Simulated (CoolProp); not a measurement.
p-xylene along the isobar 0.101 MPa: density (kg/m³) from the reference equation and from simpler models built on Tc = 343.0 °C, pc = 3.532 MPa, ω = 0.324; each cubic takes its own stable root.

Computed with CoolProp (reference Helmholtz-energy equation of state, Zhou 2012).

```json
[
 {"T (°C)": "131.75", "phase": "liquid", "reference": "759.5", "Redlich-Kwong": "3.290", "Soave-Redlich-Kwong": "662.3", "Peng-Robinson": "748.5"},
 {"T (°C)": "151.35", "phase": "gas", "reference": "3.169", "Redlich-Kwong": "3.126", "Soave-Redlich-Kwong": "3.139", "Peng-Robinson": "3.144"},
 {"T (°C)": "170.85", "phase": "gas", "reference": "3.009", "Redlich-Kwong": "2.978", "Soave-Redlich-Kwong": "2.989", "Peng-Robinson": "2.993"},
 {"T (°C)": "190.45", "phase": "gas", "reference": "2.866", "Redlich-Kwong": "2.844", "Soave-Redlich-Kwong": "2.852", "Peng-Robinson": "2.856"},
 {"T (°C)": "209.95", "phase": "gas", "reference": "2.738", "Redlich-Kwong": "2.723", "Soave-Redlich-Kwong": "2.729", "Peng-Robinson": "2.733"},
 {"T (°C)": "229.55", "phase": "gas", "reference": "2.622", "Redlich-Kwong": "2.611", "Soave-Redlich-Kwong": "2.616", "Peng-Robinson": "2.619"},
 {"T (°C)": "249.05", "phase": "gas", "reference": "2.517", "Redlich-Kwong": "2.509", "Soave-Redlich-Kwong": "2.512", "Peng-Robinson": "2.516"},
 {"T (°C)": "268.65", "phase": "gas", "reference": "2.421", "Redlich-Kwong": "2.415", "Soave-Redlich-Kwong": "2.417", "Peng-Robinson": "2.420"},
 {"T (°C)": "288.15", "phase": "gas", "reference": "2.332", "Redlich-Kwong": "2.327", "Soave-Redlich-Kwong": "2.329", "Peng-Robinson": "2.332"},
 {"T (°C)": "307.75", "phase": "gas", "reference": "2.250", "Redlich-Kwong": "2.246", "Soave-Redlich-Kwong": "2.247", "Peng-Robinson": "2.250"},
 {"T (°C)": "327.25", "phase": "gas", "reference": "2.174", "Redlich-Kwong": "2.171", "Soave-Redlich-Kwong": "2.171", "Peng-Robinson": "2.174"},
 {"T (°C)": "346.85", "phase": "gas", "reference": "2.103", "Redlich-Kwong": "2.100", "Soave-Redlich-Kwong": "2.100", "Peng-Robinson": "2.103"}
]
```

At some of these states Redlich-Kwong gives the other phase, because its saturation line lies elsewhere.
